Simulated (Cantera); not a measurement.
A closed system holds: 1 mol B₂H₆, 0.45 mol NH₃, held at 1.33 mbar.

Cantera equilibrium calculation (NASA polynomials, part measured and part estimated; ideal gas, pure solids and liquids). Candidate condensed phases: B, BN; 15 gas species. The feed counts by its element totals alone. Mutual solubility and eutectic melting of coexisting phases are not modelled. The tables' values for BH₂ are old estimates; treat these amounts as uncertain. Equilibrium is a limit: real reactors are often held back by kinetics, nucleation or transport. All values below are at 1923 K.

Base state: H₂ 0.948, N₂ 0.0267, H 0.0251, BH₂ 0.000280, B 2.63e-5 (mole fractions); condensed: B(s) + BN(s).

Question: What changes in the equilibrium state with this change: B₂H₆ replaced by B₂O₃?

Answer: 
```csv
species,before,after
B₂O₃,0,0.399
H₂,0.948,0.260
N₂,0.0267,0.116
HBO₂,0,0.112
HBO,0,0.0424
BO,0,0.0335
B₂O₂,0,0.0212
H,0.0251,0.0132
H₂O,0,0.00289
BO₂,0,0.000589
OH,0,1.26e-5
BH₂,0.000280,3.72e-8
B,2.63e-5,1.28e-8
"B(s), mol",1.75,0
"BN(s), mol",0.246,0
```
Further candidate phases: B₂O₃, B₃O₃H₃, H₂O.
